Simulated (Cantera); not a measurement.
Charge: 1 mol B, 0.14 mol O₂, 0.14 mol H₂, held at 0.480 Torr.

Cantera equilibrium calculation (NASA polynomials, part measured and part estimated; ideal gas, pure solids and liquids). Candidate condensed phases: B, B₂O₃, B₃O₃H₃, H₂O; 23 gas species. Mutual solubility and eutectic melting of coexisting phases are not modelled. Kinetics and transport are ignored.

log p: log10 of the partial pressure in bar; n: condensed amount in mol.

| T (°C) | log p H₂ | log p HBO | log p B₂O₂ | log p B₂O₃ | log p HBO₂ | log p BO | log p H | n B(s) | n B₂O₃(l) |
|---|---|---|---|---|---|---|---|---|---|
| 627 | -3.19 | -8.86 | -12.44 | -13.80 | (withheld) | <-15 | -11.53 | 0.813 | 0.0933 |
| 677 | -3.19 | -8.21 | -11.32 | -12.57 | (withheld) | -13.96 | -10.85 | 0.813 | 0.0933 |
| 727 | -3.19 | -7.64 | -10.31 | -11.47 | (withheld) | -12.84 | -10.24 | 0.813 | 0.0933 |
| 777 | -3.19 | -7.12 | -9.40 | -10.49 | (withheld) | -11.82 | -9.69 | 0.813 | 0.0933 |
| 827 | -3.19 | -6.65 | -8.58 | -9.59 | (withheld) | -10.90 | -9.18 | 0.813 | 0.0933 |
| 877 | -3.19 | -6.22 | -7.83 | -8.78 | (withheld) | -10.06 | -8.72 | 0.813 | 0.0933 |
| 927 | -3.19 | -5.83 | -7.14 | -8.04 | (withheld) | -9.29 | -8.30 | 0.813 | 0.0932 |
| 977 | -3.20 | -5.47 | -6.51 | -7.36 | (withheld) | -8.59 | -7.91 | 0.813 | 0.0930 |
| 1027 | -3.20 | -5.14 | -5.93 | -6.73 | (withheld) | -7.94 | -7.56 | 0.813 | 0.0925 |
| 1077 | -3.21 | -4.84 | -5.40 | -6.15 | (withheld) | -7.34 | -7.23 | 0.812 | 0.0914 |
| 1127 | -3.22 | -4.56 | -4.91 | -5.62 | (withheld) | -6.78 | -6.93 | 0.809 | 0.0887 |

Problem. What belongs in the gaps?

Solution. 
- 627, log p HBO₂: -11.51
- 677, log p HBO₂: -10.72
- 727, log p HBO₂: -10.02
- 777, log p HBO₂: -9.38
- 827, log p HBO₂: -8.81
- 877, log p HBO₂: -8.28
- 927, log p HBO₂: -7.81
- 977, log p HBO₂: -7.37
- 1027, log p HBO₂: -6.97
- 1077, log p HBO₂: -6.60
- 1127, log p HBO₂: -6.27
